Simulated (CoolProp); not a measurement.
CH2F2 (R32) along the isobar 3.28 MPa: Z from the reference equation and from simpler models built on Tc = 78.1 °C, pc = 5.783 MPa, ω = 0.277; each cubic takes its own stable root.

The numbers come from the reference Helmholtz-energy equation of state, Tillner-Roth 1997 in CoolProp.

```csv
T (°C),phase,reference
-29.65,liquid,0.07285
-13.75,liquid,0.07134
2.25,liquid,0.07052
18.25,liquid,0.07055
34.15,liquid,0.07180
50.15,liquid,0.07554
66.05,gas,0.6952
82.05,gas,0.7575
98.05,gas,0.8011
113.95,gas,0.8337
129.95,gas,0.8594
145.85,gas,0.8799
161.85,gas,0.8969
```

How far does each simpler model (van der Waals, Redlich-Kwong, Soave-Redlich-Kwong, Peng-Robinson) lie from the reference over these 13 states: mean and median of the absolute difference, and the worst?


- van der Waals: mean 161.4 %, median 11.2 %, worst +868.5 % at 50.15 °C and 3.28 MPa
- Redlich-Kwong: mean 76.2 %, median 6.3 %, worst +796.6 % at 50.15 °C and 3.28 MPa
- Soave-Redlich-Kwong: mean 15.7 %, median 5.3 %, worst +37.3 % at 50.15 °C and 3.28 MPa
- Peng-Robinson: mean 7.5 %, median 2.3 %, worst +21.3 % at 50.15 °C and 3.28 MPa

At some of these states van der Waals, Redlich-Kwong gives the other phase, because its saturation line lies elsewhere.
